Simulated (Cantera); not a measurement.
Input: 1 mol SiC, 0.97 mol O2, 1.9 mol N2, equilibrated at 10.0 mbar.

Cantera equilibrium calculation (NASA polynomials, part measured and part estimated; ideal gas, pure solids and liquids). Candidate condensed phases: C, Si, SiC, SiO2, Si2N2O, Si3N4; 34 gas species. N2 is the only nitrogen source here; it is nearly inert below about 1500 K, so the nitride shown seldom forms there in practice. Mutual solubility and eutectic melting of coexisting phases are not modelled. The tables' values for SiN are old estimates; treat these amounts as uncertain. The tables hold silica as quartz up to 1696 K and as liquid above; real silica turns to tridymite and cristobalite and melts near 1996 K. Kinetics and transport are ignored.

x: gas mole fraction; n: condensed amount in mol.

```csv
T (K),x N2,x CO,x SiO,x Si,x Si2C,x SiN,x Si2N,n C(graphite),n SiO2(β-quartz),n Si2N2O(s),n SiO2(condensed),n SiC(s)
1023,0.987,0.0131,6.27e-12,<1e-12,<1e-12,<1e-12,<1e-12,0.975,0.943,0.0283,0,0
1123,0.918,0.0822,1.32e-9,<1e-12,<1e-12,<1e-12,<1e-12,0.837,0.851,0.0745,0,0
1223,0.655,…,…,<1e-12,<1e-12,<1e-12,<1e-12,…,…,…,0,0
1323,0.607,0.393,5.53e-6,<1e-12,<1e-12,<1e-12,<1e-12,0,0.293,0.353,0,0
1423,0.607,0.393,0.000138,2.09e-11,<1e-12,2.96e-12,<1e-12,0,0.293,0.353,0,0
1523,0.606,0.391,0.00224,1.48e-9,<1e-12,1.34e-10,<1e-12,0,0.291,0.351,0,0
1623,0.595,0.379,0.0257,6.18e-8,1.29e-12,3.77e-9,2.56e-11,0,0.271,0.331,0,0
1723,0.497,0.271,0.231,1.86e-6,8.59e-11,7.37e-8,2.45e-9,0,0,0.0692,0.00917,0
1823,0.495,0.253,0.252,0.000153,1.84e-6,4.47e-6,2.43e-6,0,0,0,0,0.0297
1923,0.494,0.253,0.252,0.000785,1.53e-5,1.74e-5,1.14e-5,0,0,0,0,0.0283
2023,0.493,0.254,0.250,…,…,5.89e-5,…,0,0,0,0,…
2123,0.488,0.256,0.242,0.0126,0.000562,0.000174,0.000152,0,0,0,0,0.000573
```

### Question
Complete the blanks.

### Answer

- 1223, x CO: 0.345
- 1223, x SiO: 1.26e-7
- 1223, n C(graphite): 0.156
- 1223, n SiO2(β-quartz): 0.397
- 1223, n Si2N2O(s): 0.301
- 2023, x Si: 0.00340
- 2023, x Si2C: 0.000103
- 2023, x Si2N: 4.52e-5
- 2023, n SiC(s): 0.0225
